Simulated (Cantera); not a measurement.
Input: 1 mol CH3Cl, 0.23 mol H2, equilibrated at 49.0 mbar.

Method: chemical equilibrium by Gibbs-energy minimisation in Cantera with the NASA 1993 tables (ideal gas, pure condensed phases). Candidate condensed phases: C, C6H6, C7H8, C8H18; 91 gas species. Kinetics and transport are ignored.

### Question
At 2500 °C, list the 4 most abundant gas species with their mole fractions, and the condensed phases.

### Answer
H2 0.397, HCl 0.276, H 0.212, Cl 0.102. Condensed: C(graphite).
